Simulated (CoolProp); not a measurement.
Vapour-liquid equilibrium of isohexane (1) + n-hexane (2) at 0.344 MPa; x and y are mole fractions of (1).

Computed with CoolProp (multi-fluid Helmholtz-energy mixture model, Lemmon 2006 and Thol 2019; pair parameters Bell 2016).

```tsv
x	bubble temperature (°C)	y at the bubble point	dew temperature at overall composition x (°C)	liquid density (mol/L)
0.05	113.0	0.060	113.1	6.569
0.125	112.2	0.149	112.4	6.572
0.2	111.4	0.234	111.7	6.574
0.275	110.7	0.316	111.1	6.577
0.35	109.9	0.396	110.4	6.579
0.425	109.2	0.473	109.7	6.582
0.5	108.5	0.548	109.0	6.584
0.575	107.9	0.620	108.3	6.586
0.65	107.2	0.691	107.6	6.588
0.725	106.6	0.759	106.9	6.589
0.8	106.0	0.827	106.2	6.591
0.875	105.4	0.893	105.6	6.593
0.95	104.8	0.957	104.9	6.595
```

No azeotrope shows between x = 0.05 and 0.95.

Pair parameters are fitted to limited data, so mixtures are less certain than the pure fluids.
